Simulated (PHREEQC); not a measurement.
Solution (25 °C): 0.0071 mol Cu(NO3)2, 0.00016 mol HBF4 and 0.00078 mol Na2SO4 per kg of water. Closed to the air; pH follows from the charge balance.

The numbers come from PHREEQC with the ion-association model, phreeqc.dat.

Precipitation was switched off in this run.

### Question
What pH, specific conductance does the model give?

### Answer
pH 3.42; specific conductance 1820 µS/cm.

### Question
In which forms is Cu present?

### Answer
Cu+2 96 %, CuSO4 3.4 % of the Cu.

Real BF4- forms and hydrolyses slowly; the run takes it at equilibrium.
